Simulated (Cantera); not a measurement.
What does this Cantera script print?

```python
import numpy as np
import cantera as ct

gas_names = [...]  # 95 gases of nasa_gas.yaml made of C, F, H
cond_names = """
    C(gr) C6H6(L) C7H8(L) C8H18(L),n-octa
""".split()


# ... load() reads the species with a 1 bar reference pressure and builds the phases ...
atoms = {
    'C2F6': {'C': 2, 'F': 6},
    'CH4': {'C': 1, 'H': 4},
    'H2': {'H': 2},
}
top_T = {'C(gr)': 4500}  # K; cautious upper limits of use, not melting points


# ... equilibrate(T, P, feed) seeds the gas with the atoms and calls Mixture.equilibrate('TP', solver="gibbs", rtol=1e-10, max_steps=50000) ...
results = []
feed = {'C2F6': 1, 'CH4': 0.021, 'H2': 0.59}  # mol
for P in [1, 3.6, 13, 46, 170, 600, 2200, 7700, 28000, 100000]:
    for T in [1698, 1898, 2098, 2298, 2498, 2698, 2898, 3098, 3298]:
        mix = equilibrate(T, P, feed)
        results.append((T, P, feed, dict(zip(mix.species_names, mix.species_moles))))

for T, P, feed, n in results:
    print(f"{T:7g} {P:10.4g}  " + (" + ".join(c for c in cond_names if n.get(c, 0) > 1e-12) or "gas only"))
```

Result:

```
   1698          1  C(gr)
   1898          1  C(gr)
   2098          1  C(gr)
   2298          1  C(gr)
   2498          1  C(gr)
   2698          1  gas only
   2898          1  gas only
   3098          1  gas only
   3298          1  gas only
   1698        3.6  C(gr)
   1898        3.6  C(gr)
   2098        3.6  C(gr)
   2298        3.6  C(gr)
   2498        3.6  C(gr)
   2698        3.6  gas only
   2898        3.6  gas only
   3098        3.6  gas only
   3298        3.6  gas only
   1698         13  C(gr)
   1898         13  C(gr)
   2098         13  C(gr)
   2298         13  C(gr)
   2498         13  C(gr)
   2698         13  C(gr)
   2898         13  gas only
   3098         13  gas only
   3298         13  gas only
   1698         46  C(gr)
   1898         46  C(gr)
   2098         46  C(gr)
   2298         46  C(gr)
   2498         46  C(gr)
   2698         46  C(gr)
   2898         46  gas only
   3098         46  gas only
   3298         46  gas only
   1698        170  C(gr)
   1898        170  C(gr)
   2098        170  C(gr)
   2298        170  C(gr)
   2498        170  C(gr)
   2698        170  C(gr)
   2898        170  C(gr)
   3098        170  gas only
   3298        170  gas only
   1698        600  C(gr)
   1898        600  C(gr)
   2098        600  C(gr)
   2298        600  C(gr)
   2498        600  C(gr)
   2698        600  C(gr)
   2898        600  C(gr)
   3098        600  gas only
   3298        600  gas only
   1698       2200  C(gr)
   1898       2200  C(gr)
   2098       2200  C(gr)
   2298       2200  C(gr)
   2498       2200  C(gr)
   2698       2200  C(gr)
   2898       2200  C(gr)
   3098       2200  C(gr)
   3298       2200  gas only
   1698       7700  C(gr)
   1898       7700  C(gr)
   2098       7700  C(gr)
   2298       7700  C(gr)
   2498       7700  C(gr)
   2698       7700  C(gr)
   2898       7700  C(gr)
   3098       7700  C(gr)
   3298       7700  gas only
   1698    2.8e+04  C(gr)
   1898    2.8e+04  C(gr)
   2098    2.8e+04  C(gr)
   2298    2.8e+04  C(gr)
   2498    2.8e+04  C(gr)
   2698    2.8e+04  C(gr)
   2898    2.8e+04  C(gr)
   3098    2.8e+04  C(gr)
   3298    2.8e+04  C(gr)
   1698      1e+05  C(gr)
   1898      1e+05  C(gr)
   2098      1e+05  C(gr)
   2298      1e+05  C(gr)
   2498      1e+05  C(gr)
   2698      1e+05  C(gr)
   2898      1e+05  C(gr)
   3098      1e+05  C(gr)
   3298      1e+05  C(gr)
```

Cantera equilibrium calculation (NASA polynomials, part measured and part estimated; ideal gas, pure solids and liquids). The feed counts by its element totals alone.
